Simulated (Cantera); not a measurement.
# Transport properties of process gases

Gas mixture: C2H4 : C3H8 : CO = 0.55 : 0.55 : 0.74 (molar parts), at 0.165 Torr, frozen composition.

Cantera's kinetic-theory transport with the Lennard-Jones parameters of GRI-Mech 3.0, ideal gas; thermal conductivity in the multicomponent form. The composition is frozen, though it would react at the higher temperatures.

```tsv
T (K)	ρ (kg/m³)	cp (J/kg/K)	μ (µPa s)	λ (mW/m/K)	Pr	D (cm²/s) H2	D (cm²/s) NO	D (cm²/s) H2O
400	0.000217	1696	14.8	31.7	0.790	4620	1180	1300
600	0.000145	2190	20.5	55.9	0.804	9190	2410	2840
800	0.000109	2565	25.5	80.8	0.810	14900	3940	4830
1000	8.69e-5	2853	30.0	105	0.812	21600	5740	7220
1200	7.24e-5	3057	34.0	128	0.812	29300	7800	9970
1400	6.21e-5	3223	37.8	150	0.812	37800	10100	13000
1600	5.43e-5	3357	41.3	171	0.812	47200	12600	16400
1800	4.83e-5	3463	44.7	190	0.812	57300	15300	20100
```
D: mixture-averaged diffusion coefficient of that species in the mixture.
